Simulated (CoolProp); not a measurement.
CF4 (R14) at several states: Z from the reference equation and from simpler models built on Tc = 227.4 K, pc = 3.762 MPa, ω = 0.178; each cubic takes its own stable root.

Values from CoolProp's reference Helmholtz-energy equation of state, Platzer 1990. This equation is an older, rougher fit; its heat capacities, sound speeds and derivatives of the liquid may be far off and weren't checked against measurements.

| T (K) | p (MPa) | phase | reference | Pitzer virial | Soave-Redlich-Kwong | Peng-Robinson |
|---|---|---|---|---|---|---|
| 487.5 | 0.601 | gas | 1.0000 | 0.9987 | 1.000 | 0.9981 |
| 425.8 | 0.0157 | gas | 0.9999 | 0.9999 | 0.9999 | 0.9999 |
| 364.2 | 0.0721 | gas | 0.9989 | 0.9989 | 0.9990 | 0.9986 |
| 375.9 | 5.23 | supercritical | 0.9389 | 0.9288 | ? | 0.9287 |
| 386 | 9.15 | supercritical | ? | ? | ? | ? |

Question: Complete the blanks.

Answer: 
- 375.9, Soave-Redlich-Kwong: 0.9524
- 386, reference: 0.9249
- 386, Pitzer virial: 0.8904
- 386, Soave-Redlich-Kwong: 0.9505
- 386, Peng-Robinson: 0.9159
